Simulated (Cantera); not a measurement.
A Cantera script and what it prints.

```python
import numpy as np
import cantera as ct

gas_names = """
    SiH2 SiH3 Si H2S SiH4 S2
""".split()
cond_names = """

""".split()


def load(file, names, dense=False):
    # The tables refer to 1 bar. Condensed volumes are neglected.
    table = {s.name: s for s in ct.Species.list_from_file(file)}
    out = []
    for n in names:
        d = dict(table[n].input_data)
        d["thermo"] = dict(d["thermo"], **{"reference-pressure": 1e5})
        if dense:
            d["equation-of-state"] = {"model": "constant-volume", "density": "1e6 g/cm^3"}
        out.append(ct.Species.from_dict(d))
    return out


species = {s.name: s for s in load("nasa_gas.yaml", gas_names) + load("nasa_condensed.yaml", cond_names)}
# Each term lists the table entries of one substance; the one whose range holds T is used.
reactions = {
    '3 SiH2(g) = 2 SiH3(g) + Si(g)':
        [(-3, ['SiH2']), (2, ['SiH3']), (1, ['Si'])],
    '2 H2S(g) + Si(g) = SiH4(g) + S2(g)':
        [(-2, ['H2S']), (-1, ['Si']), (1, ['SiH4']), (1, ['S2'])],
}


def pick(names, T):
    return next(species[n] for n in names if species[n].thermo.min_temp <= T <= species[n].thermo.max_temp)


results = []
for label, terms in reactions.items():
    print(label)
    print("     T/K   dH/kJ  dS/(J/K)   dG/kJ   log10 K")
    for T in [1175, 1200, 1225, 1250, 1275]:
        used = [(nu, pick(names, T)) for nu, names in terms]
        dH = sum(nu * s.thermo.h(T) for nu, s in used) / 1e6
        dS = sum(nu * s.thermo.s(T) for nu, s in used) / 1e3
        dG = dH - T * dS / 1e3
        logK = -dG * 1e6 / (ct.gas_constant * T * np.log(10))
        results.append((label, T, dH, dS, dG, logK, [s.name for _, s in used]))
        print(f"{T:8g} {dH:8.1f} {dS:8.1f} {dG:8.1f} {logK:8.2f}")
```

Output:

```
3 SiH2(g) = 2 SiH3(g) + Si(g)
     T/K   dH/kJ  dS/(J/K)   dG/kJ   log10 K
    1175    121.4    -38.0    166.1    -7.38
    1200    121.2    -38.2    167.1    -7.27
    1225    121.0    -38.4    168.0    -7.16
    1250    120.8    -38.5    169.0    -7.06
    1275    120.6    -38.7    169.9    -6.96
2 H2S(g) + Si(g) = SiH4(g) + S2(g)
     T/K   dH/kJ  dS/(J/K)   dG/kJ   log10 K
    1175   -243.4   -145.9    -72.0     3.20
    1200   -243.2   -145.7    -68.3     2.97
    1225   -243.0   -145.5    -64.7     2.76
    1250   -242.7   -145.3    -61.0     2.55
    1275   -242.5   -145.1    -57.4     2.35
```

Source: NASA polynomial tables (part measured, part estimated), evaluated in Cantera. Condensed species are held in their standard states even where they would react or evaporate.
